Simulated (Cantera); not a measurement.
Input (Python, Cantera) and output of one run.

```python
import numpy as np
import cantera as ct

gas_names = [...]  # 151 gases of nasa_gas.yaml made of C, H, N, O, Si
cond_names = """
    C(gr) C6H6(L) C7H8(L) C8H18(L),n-octa H2O(s) H2O(L) Si(cr) Si(L) SiC(b) SiO2(Lqz) SiO2(hqz) SiO2(L)
    Si2N2O(s) Si3N4(a)
""".split()


# ... load() reads the species with a 1 bar reference pressure and builds the phases ...
atoms = {
    'TEOS': {'Si': 1, 'C': 8, 'H': 20, 'O': 4},
    'N2O': {'N': 2, 'O': 1},
    'H2': {'H': 2},
}
top_T = {'C(gr)': 4500, 'SiC(b)': 3050, 'Si2N2O(s)': 2100, 'Si3N4(a)': 2400}  # K; cautious upper limits of use, not melting points


# ... equilibrate(T, P, feed) seeds the gas with the atoms and calls Mixture.equilibrate('TP', solver="vcs", rtol=1e-11, max_steps=5000) ...
results = []
feed = {'TEOS': 1, 'N2O': 0.31, 'H2': 0.76}  # mol
P = 11000  # Pa
for T in [1425, 1475, 1525, 1575, 1625, 1675, 1725, 1775]:
    mix = equilibrate(T, P, feed)
    results.append((T, P, feed, dict(zip(mix.species_names, mix.species_moles))))

top = {s: max(r[3][s] / sum(r[3][g] for g in gas_names) for r in results) for s in gas_names}
cols = sorted((s for s in top if top[s] > 1e-05), key=lambda s: -top[s])[:9]
seen = [c for c in cond_names if any(r[3].get(c, 0) > 1e-12 for r in results)]
print("log10 of partial pressures in bar; condensed amounts in mol")
print(f"{'T/K':>10s}" + "".join(f"{s[:9]:>10s}" for s in cols + seen))
for T, P, feed, n in results:
    ng = sum(n[g] for g in gas_names)
    print(f"{T:10.4g}" + "".join(f"{np.log10(max(n[s] / ng * P / 1e5, 1e-99)):10.3f}" for s in cols)
          + "".join(f"{n.get(c, 0):10.4g}" for c in seen))
```

Output:

```
log10 of partial pressures in bar; condensed amounts in mol
       T/K        H2        CO        N2       SiO         H       HCN       CH4 C2H2,acet       H2O     C(gr)    SiC(b) SiO2(hqz) Si2N2O(s)
      1425    -1.064    -1.648    -2.936    -5.594    -5.698    -5.218    -4.552    -6.517    -5.229      5.19         0     0.669    0.1654
      1475    -1.071    -1.609    -3.473    -4.791    -5.422    -5.326    -4.678    -6.247    -5.365     4.884         0    0.4637    0.2671
      1525    -1.098    -1.525    -3.634    -4.188    -5.175    -5.266    -4.838    -6.015    -5.465      3.54    0.4347         0    0.2783
      1575    -1.106    -1.519    -2.911    -4.097    -4.934    -4.766    -4.952    -5.782    -5.613     3.129    0.7082         0    0.1404
      1625    -1.114    -1.512    -2.657    -4.011    -4.708    -4.508    -5.061    -5.563    -5.753     2.711    0.9864         0         0
      1675    -1.114    -1.513    -2.658    -3.936    -4.492    -4.383    -5.147    -5.350    -5.882     2.714    0.9838         0         0
      1725    -1.114    -1.513    -2.660    -3.866    -4.288    -4.265    -5.229    -5.150    -6.004     2.718     0.981         0         0
      1775    -1.114    -1.513    -2.662    -3.800    -4.096    -4.154    -5.306    -4.961    -6.118      2.72    0.9778         0         0
```

Cantera equilibrium calculation (NASA polynomials, part measured and part estimated; ideal gas, pure solids and liquids). The feed counts by its element totals alone. Mutual solubility and eutectic melting of coexisting phases are not modelled. The tables hold silica as quartz up to 1696 K and as liquid above; real silica turns to tridymite and cristobalite and melts near 1996 K.
